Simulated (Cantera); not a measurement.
What does this Cantera script print?

```python
import numpy as np
import cantera as ct

gas_names = [...]  # 109 gases of nasa_gas.yaml made of C, Cl, H, Si
cond_names = """
    C(gr) C6H6(L) C7H8(L) C8H18(L),n-octa Si(cr) Si(L) SiC(b)
""".split()


# ... load() reads the species with a 1 bar reference pressure and builds the phases ...
atoms = {
    'CH3SiCl3': {'C': 1, 'H': 3, 'Si': 1, 'CL': 3},
    'C2H2': {'C': 2, 'H': 2},
    'H2': {'H': 2},
}
top_T = {'C(gr)': 4500, 'SiC(b)': 3050}  # K; cautious upper limits of use, not melting points


# ... equilibrate(T, P, feed) seeds the gas with the atoms and calls Mixture.equilibrate('TP', solver="vcs", rtol=1e-11, max_steps=5000) ...
results = []
feed = {'CH3SiCl3': 1, 'C2H2': 0.34, 'H2': 900}  # mol
P = 290  # Pa
for T in [1648, 1698, 1748, 1798, 1848, 1898, 1948, 1998, 2048, 2098, 2148, 2198, 2248, 2298]:
    mix = equilibrate(T, P, feed)
    results.append((T, P, feed, dict(zip(mix.species_names, mix.species_moles))))
    x = sorted(zip(gas.X, gas.species_names), reverse=True)
    print(f"T = {T:g} K  P = {P:g} Pa  gas = {mix.phase_moles(0):.4g} mol")
    print("   x: " + "  ".join(f"{s} {v:.3e}" for v, s in x if v > 0.001))
    print("   condensed (mol): " + ("  ".join(f"{mix.phase(i).name} {mix.phase_moles(i):.4g}"
          for i in range(1, mix.n_phases) if mix.phase_moles(i) > 1e-12) or "none"))
```

It prints:

```
T = 1648 K  P = 290 Pa  gas = 904.1 mol
   x: H2 9.950e-01  HCL 3.313e-03  H 1.649e-03
   condensed (mol): C(gr) 0.5976  SiC(b) 0.9983
T = 1698 K  P = 290 Pa  gas = 904.6 mol
   x: H2 9.939e-01  HCL 3.308e-03  H 2.677e-03
   condensed (mol): C(gr) 0.5514  SiC(b) 0.9959
T = 1748 K  P = 290 Pa  gas = 905.3 mol
   x: H2 9.923e-01  H 4.226e-03  HCL 3.302e-03
   condensed (mol): C(gr) 0.4848  SiC(b) 0.9894
T = 1798 K  P = 290 Pa  gas = 906.3 mol
   x: H2 9.900e-01  H 6.505e-03  HCL 3.292e-03
   condensed (mol): C(gr) 0.3941  SiC(b) 0.973
T = 1848 K  P = 290 Pa  gas = 907.9 mol
   x: H2 9.866e-01  H 9.779e-03  HCL 3.277e-03
   condensed (mol): C(gr) 0.2805  SiC(b) 0.9329
T = 1898 K  P = 290 Pa  gas = 910.1 mol
   x: H2 9.818e-01  H 1.438e-02  HCL 3.257e-03
   condensed (mol): C(gr) 0.1572  SiC(b) 0.8387
T = 1948 K  P = 290 Pa  gas = 913.2 mol
   x: H2 9.751e-01  H 2.072e-02  HCL 3.229e-03
   condensed (mol): C(gr) 0.06359  SiC(b) 0.6256
T = 1998 K  P = 290 Pa  gas = 917.6 mol
   x: H2 9.658e-01  H 2.928e-02  HCL 3.190e-03
   condensed (mol): C(gr) 0.09251  SiC(b) 0.1603
T = 2048 K  P = 290 Pa  gas = 923.1 mol
   x: H2 9.542e-01  H 4.062e-02  HCL 3.145e-03
   condensed (mol): none
T = 2098 K  P = 290 Pa  gas = 930.1 mol
   x: H2 9.395e-01  H 5.539e-02  HCL 3.087e-03
   condensed (mol): none
T = 2148 K  P = 290 Pa  gas = 939.3 mol
   x: H2 9.206e-01  H 7.426e-02  HCL 3.013e-03
   condensed (mol): none
T = 2198 K  P = 290 Pa  gas = 951 mol
   x: H2 8.970e-01  H 9.794e-02  HCL 2.920e-03
   condensed (mol): none
T = 2248 K  P = 290 Pa  gas = 965.9 mol
   x: H2 8.679e-01  H 1.271e-01  HCL 2.807e-03
   condensed (mol): none
T = 2298 K  P = 290 Pa  gas = 984.4 mol
   x: H2 8.328e-01  H 1.623e-01  HCL 2.671e-03
   condensed (mol): none
```

These are equilibrium values from Cantera (NASA tables, ideal gas, pure condensed phases), not measurements of a reactor. The feed counts by its element totals alone.
